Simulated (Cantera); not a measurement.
A closed system holds: 1 mol Fe(CO)5, 0.96 mol O2, 0.52 mol N2, held at 1325 °C and 13.0 Pa.

These are equilibrium values from Cantera (NASA tables, ideal gas, pure condensed phases), not measurements of a reactor. Candidate condensed phases: C, Fe, Fe(CO)5, FeO, Fe2O3, Fe3O4; 27 gas species. The tables' stoichiometric FeO is somewhat more stable than real wüstite, so its field is too wide. FeO: taken at fixed stoichiometry. Equilibrium is a limit: real reactors are often held back by kinetics, nucleation or transport.

Base state: CO 0.730, CO2 0.171, N2 0.0937, Fe 0.00530, FeO 2.21e-5 (mole fractions); condensed: FeO(s).

What changes in the equilibrium state with this change: O2 from 0.96 to 0.23 mol?


```tsv
species	before	after
CO	0.730	0.816
N2	0.0937	0.0934
CO2	0.171	0.0826
Fe	0.00530	0.00815
FeO	2.21e-5	1.47e-5
FeO(s), mol	0.970	0
Fe(γ), mol	0	0.955
```

What changes in the equilibrium state with this change: pressure from 13.0 Pa to 10.0 mbar?


| species | before | after |
|---|---|---|
| CO | 0.730 | 0.739 |
| CO2 | 0.171 | 0.167 |
| N2 | 0.0937 | 0.0942 |
| Fe | 0.00530 | 7.16e-5 |
| FeO | 2.21e-5 | 2.87e-7 |
| FeO(s), mol | 0.970 | 1.000 |
